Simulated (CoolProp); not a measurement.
Aqueous potassium carbonate as a coolant, 13 % by mass, freezing at -4.9 °C, 1 atm.

Model: Melinder's fits for secondary coolants, in CoolProp.

| T (°C) | viscosity (mPa s) | conductivity (W/(m K)) | Prandtl number | density (kg/m³) |
|---|---|---|---|---|
| -1.2 | 2.38 | 0.551 | 15.3 | 1126 |
| 5.4 | 1.96 | 0.561 | ? | 1125 |
| 12 | 1.66 | 0.572 | 10.3 | ? |
| 18.6 | 1.42 | 0.583 | 8.72 | 1120 |
| 25.2 | 1.24 | 0.594 | 7.46 | 1118 |
| 31.8 | 1.08 | ? | 6.44 | 1115 |

Task: What belongs in the gaps?

Result: 
- 5.4, Prandtl number: 12.4
- 12, density (kg/m³): 1123
- 31.8, conductivity (W/(m K)): 0.605
